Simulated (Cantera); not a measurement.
## Ammonia decomposition in nitride growth gas

A perfectly stirred reactor is fed with NH3 : H2 = 1 : 0.56 (molar parts), at 195 Torr; it is held at 1575 K, and followed from long to short residence time.

Cantera simulation using the gas-phase N/H chemistry of the illustrative SiF4/NH3 mechanism in the Surface Chemkin manual (1991); the numbers are that mechanism's predictions, not measurements. Walls and surfaces, which speed up NH3 decomposition in real reactors, are not modelled.

| τ (s) | x NH3 | x H2 | x H | x N2 | x N2H4 | x N | x NH2 |
|---|---|---|---|---|---|---|---|
| 2.5 | 0.589 | 0.395 | 1.91e-5 | 0.0157 | 4.46e-8 | 6.26e-9 | 6.64e-5 |
| 0.84 | 0.622 | 0.372 | 1.76e-5 | 0.00564 | 4.79e-8 | 6.19e-9 | 6.88e-5 |
| 0.29 | 0.634 | 0.363 | 1.70e-5 | 0.00196 | 4.84e-8 | 6.04e-9 | 6.92e-5 |
| 0.097 | 0.639 | 0.360 | 1.64e-5 | 0.000628 | 4.67e-8 | 5.64e-9 | 6.80e-5 |
| 0.033 | 0.640 | 0.359 | 1.52e-5 | 0.000183 | 4.07e-8 | 4.61e-9 | 6.35e-5 |
| 0.011 | 0.641 | 0.359 | 1.21e-5 | 3.66e-5 | 2.59e-8 | 2.38e-9 | 5.06e-5 |
| 0.0038 | 0.641 | 0.359 | 6.50e-6 | 3.20e-6 | 7.44e-9 | 3.78e-10 | 2.71e-5 |
| 0.0013 | 0.641 | 0.359 | 2.39e-6 | 1.26e-7 | 1.00e-9 | 1.92e-11 | 9.97e-6 |
| 0.00044 | 0.641 | 0.359 | 8.15e-7 | 3.84e-9 | 1.14e-10 | <1e-12 | 3.39e-6 |
| 0.00015 | 0.641 | 0.359 | 2.79e-7 | 8.83e-11 | 1.25e-11 | <1e-12 | 1.16e-6 |
x: mole fraction; the columns are a selection and need not sum to one.
